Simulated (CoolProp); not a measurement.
Model: reference Helmholtz-energy equation of state, Lemmon 2006, in CoolProp. It is a short technical equation, of lower accuracy than the large ones.

For carbon monoxide, give the phase and the Z, Joule-Thomson coefficient (K/MPa) at -187.05 °C and 2.19 MPa; -187.05 °C and 8.75 MPa.


- -187.05 °C and 2.19 MPa: liquid; Z 0.110, Joule-Thomson coefficient -0.309
- -187.05 °C and 8.75 MPa: liquid; Z 0.431, Joule-Thomson coefficient -0.348
